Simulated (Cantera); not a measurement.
Input: 1 mol TEOS, 0.61 mol NO, 0.096 mol O3, at 952 °C and 0.00133 bar.

These are equilibrium values from Cantera (NASA tables, ideal gas, pure condensed phases), not measurements of a reactor. Candidate condensed phases: C, C6H6, C7H8, C8H18, H2O, Si, SiC, SiO2, Si2N2O, Si3N4; 151 gas species. The feed counts by its element totals alone. Mutual solubility and eutectic melting of coexisting phases are not modelled. The tables hold silica as quartz up to 1696 K and as liquid above; real silica turns to tridymite and cristobalite and melts near 1996 K. Rates play no part.

Base state: H2 0.731, CO 0.264, N2 0.00479, SiO 1.03e-5 (mole fractions); condensed: C(graphite) + SiO2(β-quartz) + Si2N2O(s).

Q: What changes in the equilibrium state with this change: temperature from 952 °C to 902 °C?

A: 
```
species               before    after
-------------------  -------  -------
H2                     0.731    0.757
CO                     0.264    0.219
N2                   0.00479   0.0231
SiO                  1.03e-5  7.15e-7
CH4                  9.35e-6  1.46e-5
C(graphite), mol        4.38     5.10
SiO2(β-quartz), mol    0.521    1.000
Si2N2O(s), mol         0.239        0
```
